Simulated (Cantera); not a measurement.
# BF3 + H2O (boron, boron nitride and boron oxide)

Input: 1 mol BF3, a varied amount of H2O, equilibrated at 1952 °C and 10.0 mbar.

These are equilibrium values from Cantera (NASA tables, ideal gas, pure condensed phases), not measurements of a reactor. Candidate condensed phases: B, B2O3, B3O3H3, H2O; 43 gas species. The tables' values for BF2 are old estimates; treat these amounts as uncertain. Kinetics and transport are ignored.

From 0.17 mol H2O to 0.9 mol H2O nothing is condensed. The main B-bearing gas is BF3 at 0.17 mol H2O and BOF at 0.9 mol H2O.

```json
[
 {"n(H2O) (mol)": "0.17", "x HF": "0.252", "x BF3": "0.612", "x BOF": "0.126", "x BF2": "0.00452"},
 {"n(H2O) (mol)": "0.29", "x HF": "0.365", "x BF3": "0.444", "x BOF": "0.182", "x BF2": "0.00384"},
 {"n(H2O) (mol)": "0.41", "x HF": "0.448", "x BF3": "0.320", "x BOF": "0.224", "x BF2": "0.00322"},
 {"n(H2O) (mol)": "0.54", "x HF": "0.517", "x BF3": "0.218", "x BOF": "0.258", "x BF2": "0.00258"},
 {"n(H2O) (mol)": "0.66", "x HF": "0.566", "x BF3": "0.145", "x BOF": "0.283", "x BF2": "0.00201"},
 {"n(H2O) (mol)": "0.78", "x HF": "0.606", "x BF3": "0.0854", "x BOF": "0.303", "x BF2": "0.00142"},
 {"n(H2O) (mol)": "0.9", "x HF": "0.638", "x BF3": "0.0370", "x BOF": "0.319", "x BF2": "0.000807"}
]
```
x: gas mole fraction; nothing condenses.
